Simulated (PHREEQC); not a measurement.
Make-up at 92 °C: 2.3 mmol/kgw CO2 and 0.53 mmol/kgw Sr(NO3)2. Closed to the air; pH follows from the charge balance.

Model: ion-association model, phreeqc.dat, run in PHREEQC.

```tsv
quantity	before	after
pH	4.50	5.01
ionic strength (mol/kgw)	0.00162	0.00160
```

Task: Name the change that produced these shifts.
(A) CO2 from 0.0023 to 0.00023 mol/kgw
(B) CO2 left out
(C) CO2 from 0.0023 to 0.0115 mol/kgw
(D) diluted 100-fold with water
(E) Sr(NO3)2 replaced by KNO3 at the same molality

Result: A, CO2 from 0.0023 to 0.00023 mol/kgw

Precipitation was switched off in this run. Away from 25 °C the constants follow the database's enthalpies or fits; those with neither stay at their 25 °C values.
